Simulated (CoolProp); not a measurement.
Vapour-liquid equilibrium of acetone (1) + n-hexane (2) at 346 K; x and y are mole fractions of (1).

Values from CoolProp's multi-fluid Helmholtz-energy mixture model, Lemmon 2006 and Thol 2019; pair parameters Bell 2016.

| x | bubble pressure (MPa) | y at the bubble point | dew pressure at overall composition x (MPa) | liquid density (mol/L) |
|---|---|---|---|---|
| 0.05 | 0.1400 | 0.206 | 0.1204 | 7.211 |
| 0.125 | 0.1657 | 0.363 | 0.1292 | 7.438 |
| 0.2 | 0.1821 | 0.448 | 0.1391 | 7.685 |
| 0.275 | 0.1926 | 0.502 | 0.1505 | 7.955 |
| 0.35 | 0.1993 | 0.540 | 0.1633 | 8.252 |
| 0.425 | 0.2037 | 0.569 | 0.1774 | 8.579 |
| 0.5 | 0.2065 | 0.595 | 0.1922 | 8.939 |
| 0.575 | 0.2082 | 0.620 | 0.2044 | 9.337 |
| 0.65 | 0.2088 | 0.648 | 0.2088 | 9.777 |
| 0.725 | 0.2079 | 0.682 | 0.2051 | 10.26 |
| 0.8 | 0.2050 | 0.727 | 0.1977 | 10.80 |
| 0.875 | 0.1987 | 0.791 | 0.1890 | 11.40 |
| 0.95 | 0.1868 | 0.893 | 0.1800 | 12.06 |

y crosses x between x = 0.575 and 0.65: the model has an azeotrope there.

The pair parameters rest on a limited set of measurements; away from them the model extrapolates.
